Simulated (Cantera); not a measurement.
## Equilibrium for boron, boron nitride and boron oxide: BF₃ + H₂O + N₂

Input: 1 mol BF₃, 0.91 mol H₂O, 2.1 mol N₂.

Method: chemical equilibrium by Gibbs-energy minimisation in Cantera with the NASA 1993 tables (ideal gas, pure condensed phases). Candidate condensed phases: B, BN, B₂O₃, B₃O₃H₃, H₂O; 62 gas species. The tables' values for BF₂ are old estimates. Gases not in the tables: H₃BO₃. Rates play no part.

Stable condensed phases:

```
T in K \ P in Pa
             10     32    100    320   1000   3200  10000  32000 100000
   2075       A      A      A      A      A      A      A      A      A
   1975       A      A      A      A      A      A      A      A      A
   1875       A      A      A      A      A      A      A      A      A
   1775       A      A      A      A      A      A      A      A      A
   1675       A      A      A      A      A      A      A      A      A
   1575       A      A      A      A      A      A      A      A      A
   1475       A      A      A      A      A      A      A      A      A
   1375       A      A      A      A      A      A      A      B      B
   1275       A      A      A      A      B      B      B      B      B
```

A: gas only; B: B₂O₃.
